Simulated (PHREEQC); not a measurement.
Consider water at 20 °C and 500 atm with 0.42 mol NaHSO4, 0.42 mol KOH and 0.056 mol KCl per kg of water. Closed to the air; pH follows from the charge balance.

All values are PHREEQC results (Pitzer model, pitzer.dat), not measurements.

```tsv
quantity	before	after
pH	7.31	7.18
SI of Sylvite (KCl)	-3.02	-4.23
SI of Halite (NaCl)	-3.78	-5.00
```

Which change was made?
A) diluted 100-fold with water
B) temperature from 20 to 80 °C
C) diluted 5-fold with water
D) NaHSO4 from 0.42 to 0.084 mol/kgw
E) NaHSO4 replaced by NaHCO3 at the same molality

C, diluted 5-fold with water

Precipitation was switched off in this run. Under pressure, the constants of complexes without a molar volume in the database are unreliable.
